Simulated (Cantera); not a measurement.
A Cantera script and its output.

```python
import numpy as np
import cantera as ct

gas = ct.Solution("h2o2.yaml")
gas.TPX = 1350, 980, {'H2': 0.005, 'O2': 1, 'N2': 0.78}
reactor = ct.IdealGasConstPressureReactor(gas, energy="off", clone=False)
net = ct.ReactorNet([reactor])
net.rtol, net.atol = 1e-08, 1e-18
show = ['H2', 'O2', 'H2O2', 'HO2', 'H2O']
times = np.geomspace(2e-06, 100, 9)

steps = ct.SolutionArray(gas, extra=["t"])
rows = []
print(f"{'t/s':>10s}{'T/K':>9s}{'P/Pa':>11s}" + "".join(f"{s:>11s}" for s in show))
for t in times:
    while net.time < t:
        t_next = net.step()
        steps.append(gas.state, t=t_next)
    rows.append([np.interp(t, steps.t, y) for y in (steps.T, steps.P, *steps(*show).X.T)])
    print(f"{t:10.3e}{rows[-1][0]:9.1f}{rows[-1][1]:11.4g}" + "".join(f"{x:11.3e}" for x in rows[-1][2:]))
rate = np.gradient(steps.T, steps.t)
print("integrator steps:", len(steps.t))
if steps.T.max() > steps.T[0] + 200:
    print(f"time of steepest temperature rise: {steps.t[rate.argmax()]:.4e} s")
gas.TPX = 1350, 980, {'H2': 0.005, 'O2': 1, 'N2': 0.78}
gas.equilibrate("TP")
print(f"equilibrium (TP): T = {gas.T:.1f} K  " + "  ".join(f"{s} {gas[s].X[0]:.3e}" for s in show))
```

Result:

```
       t/s      T/K       P/Pa         H2         O2       H2O2        HO2        H2O
 2.000e-06   1350.0        980  2.801e-03  5.602e-01  1.433e-17  2.630e-11  2.506e-16
 1.834e-05   1350.0        980  2.801e-03  5.602e-01  1.196e-15  2.412e-10  1.766e-13
 1.682e-04   1350.0        980  2.801e-03  5.602e-01  9.850e-14  2.212e-09  7.938e-11
 1.542e-03   1350.0        980  2.801e-03  5.602e-01  7.024e-12  2.023e-08  1.439e-08
 1.414e-02   1350.0        980  2.641e-03  5.601e-01  3.577e-10  1.782e-07  1.147e-04
 1.297e-01   1350.0        980  5.516e-06  5.576e-01  2.168e-09  1.085e-07  2.609e-03
 1.189e+00   1350.0        980  3.654e-06  5.583e-01  1.836e-09  8.671e-08  2.653e-03
 1.091e+01   1350.0        980  5.017e-07  5.594e-01  5.730e-10  2.611e-08  2.754e-03
 1.000e+02   1350.0        980  1.819e-08  5.596e-01  3.493e-11  5.669e-09  2.795e-03
integrator steps: 1436
equilibrium (TP): T = 1350.0 K  H2 7.765e-09  O2 5.596e-01  H2O2 1.644e-11  HO2 6.491e-09  H2O 2.799e-03
```

Cantera simulation using the H2/O2 subset of GRI-Mech 3.0, which has no nitrogen chemistry; the numbers are that mechanism's predictions, not measurements. Radical loss at walls, strong at low pressure, is not modelled.
